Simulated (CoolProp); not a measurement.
R1336mzz(E) along the isotherm 136.85 °C: density (kg/m³) from the reference equation and from simpler models built on Tc = 130.4 °C, pc = 27.79 bar, ω = 0.413; each cubic takes its own stable root.

Values from CoolProp's reference Helmholtz-energy equation of state, Akasaka 2023.

| p (bar) | phase | reference |
|---|---|---|
| 5.18 | gas | 26.68 |
| 10.4 | gas | 58.06 |
| 15.5 | gas | 95.22 |
| 20.7 | gas | 144.4 |
| 25.9 | gas | 219.2 |
| 31.1 | supercritical | 464.3 |
| 36.3 | supercritical | 752.5 |
| 41.5 | supercritical | 817.0 |
| 46.6 | supercritical | 854.9 |
| 51.8 | supercritical | 883.1 |
| 57 | supercritical | 905.6 |

### Question
How far does each simpler model (van der Waals, Redlich-Kwong, Soave-Redlich-Kwong, Peng-Robinson) lie from the reference over these 11 states: mean and median of the absolute difference, and the worst?

### Answer
- van der Waals: mean 15.8 %, median 5.7 %, worst -31.2 % at 136.85 °C and 46.6 bar
- Redlich-Kwong: mean 8.8 %, median 3.0 %, worst -19.2 % at 136.85 °C and 36.3 bar
- Soave-Redlich-Kwong: mean 10.8 %, median 11.9 %, worst -22.3 % at 136.85 °C and 36.3 bar
- Peng-Robinson: mean 6.3 %, median 6.0 %, worst -14.9 % at 136.85 °C and 36.3 bar
